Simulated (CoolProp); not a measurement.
Values from CoolProp's reference Helmholtz-energy equation of state, Thol 2022.

Question: For vinyl chloride, give the phase and the density (kg/m³), cp (kJ/(kg K)), cv (kJ/(kg K)), Joule-Thomson coefficient (K/MPa) at 199.5 K and 0.0254 MPa.

Answer: 
- 199.5 K and 0.0254 MPa: liquid; density 1070, cp 1.50, cv 0.899, Joule-Thomson coefficient -0.416
